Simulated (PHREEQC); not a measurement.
MgCl2 is added in steps, without added water, to 1 kg of water holding 1.1 mmol/kgw CuSO4, 3.7 mmol/kgw CuCl2, 5.9 mmol/kgw H2SO4 and 10 mmol/kgw NaCl, at 25 °C. Oxygen is held at 0.21 atm. The system is closed to CO2. Solids allowed: Halite. Others were left out.

Base run: PHREEQC, ion-association model, phreeqc.dat. Each further column changes one thing. The table gives CuSO4 (mol/kgw).

| MgCl2 added (mol) | base | Debye-Hückel limiting law | Davies equation for every ion | database wateq4f.dat |
|---|---|---|---|---|
| 0 | 0.000842 | 0.000622 | 0.000810 | 0.000842 |
| 0.0052 | 0.000667 | ___ | 0.000640 | 0.000667 |
| 0.0104 | 0.000549 | ___ | ___ | 0.000549 |
| 0.0156 | 0.000466 | 0.000270 | ___ | 0.000466 |
| 0.0208 | 0.000404 | 0.000217 | 0.000391 | 0.000403 |
| 0.026 | 0.000356 | 0.000178 | 0.000347 | 0.000355 |
| 0.0312 | 0.000318 | 0.000148 | ___ | 0.000317 |
| 0.0364 | 0.000286 | 0.000124 | 0.000284 | 0.000286 |
| 0.0416 | 0.000261 | ___ | 0.000260 | 0.000260 |
| 0.0468 | 0.000239 | ___ | 0.000241 | 0.000238 |
| 0.052 | 0.000220 | 7.73e-5 | 0.000224 | 0.000220 |

Q: What belongs in the gaps?

A: 
- 0.0052, Debye-Hückel limiting law: 0.000452
- 0.0104, Debye-Hückel limiting law: 0.000344
- 0.0104, Davies equation for every ion: 0.000528
- 0.0156, Davies equation for every ion: 0.000449
- 0.0312, Davies equation for every ion: 0.000312
- 0.0416, Debye-Hückel limiting law: 0.000105
- 0.0468, Debye-Hückel limiting law: 8.98e-5

 phreeqc.dat and wateq4f.dat share most of their constants, so their agreement is no independent check. Solids allowed in the column 'database wateq4f.dat': Brucite, Cu(OH)2, Brochantite, Antlerite, Atacamite, Halite, Mirabilite, Epsomite, Chalcanthite.
